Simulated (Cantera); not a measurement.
Feed: 1 mol B, 0.083 mol H2O, 8.9 mol N2, held at 37.0 Pa.

Cantera equilibrium calculation (NASA polynomials, part measured and part estimated; ideal gas, pure solids and liquids). Candidate condensed phases: B, BN, B2O3, B3O3H3, H2O; 39 gas species. N2 is the only nitrogen source here; it is nearly inert below about 1500 K, so the nitride shown seldom forms there in practice. Rates play no part. All values below are at 1100 °C.

Base state: N2 0.987, H2 0.00920, B2O3 0.00258, HBO2 0.000712, HBO 0.000305, B2O2 0.000110, BO 1.75e-5, H 1.66e-5 (mole fractions); condensed: BN(s).

Q: What changes in the equilibrium state with this change: H2O from 0.083 to 5.1 mol?

A: 
| species | before | after |
|---|---|---|
| N2 | 0.987 | 0.614 |
| H2O | 4.95e-6 | 0.214 |
| H2 | 0.00920 | 0.103 |
| HBO2 | 0.000712 | 0.0679 |
| B2O2 | 0.000110 | 5.99e-9 |
| BO | 1.75e-5 | 1.29e-7 |
| HBO | 0.000305 | 7.55e-6 |
| B2O3 | 0.00258 | 0.000542 |
| H | 1.66e-5 | 5.57e-5 |
| BN(s), mol | 0.945 | 0 |
